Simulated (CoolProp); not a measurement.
A simple Rankine cycle with n-perfluorobutane: condensing at 307.15 K, boiler at 0.927 MPa, turbine inlet 345.6 K, turbine efficiency 0.65, pump efficiency 0.8, no recuperator. Each further row changes one setting.

Model: reference Helmholtz-energy equation of state, Gao 2022, in CoolProp.

```
case                             thermal efficiency (%)  net work (kJ/kg)  heat in (kJ/kg)  turbine exit temperature (K)  volume ratio over the turbine
-------------------------------  ----------------------  ----------------  ---------------  ----------------------------  -----------------------------
as stated                                           ___              5.73              113                         331.4                           3.02
turbine inlet 365.6 K                               4.8              6.37              ___                         352.4                           2.89
condensing temperature 299.15 K                     6.0               ___              ___                         328.7                           3.92
boiler pressure 0.649 MPa                           3.3              3.90              117                           ___                           1.94
turbine efficiency 0.55                             4.2              4.77              113                         332.4                           3.04
```

Q: Complete the blanks.

A: 
- as stated, thermal efficiency (%): 5.1
- turbine inlet 365.6 K, heat in (kJ/kg): 133
- condensing temperature 299.15 K, net work (kJ/kg): 7.35
- condensing temperature 299.15 K, heat in (kJ/kg): 122
- boiler pressure 0.649 MPa, turbine exit temperature (K): 337.7
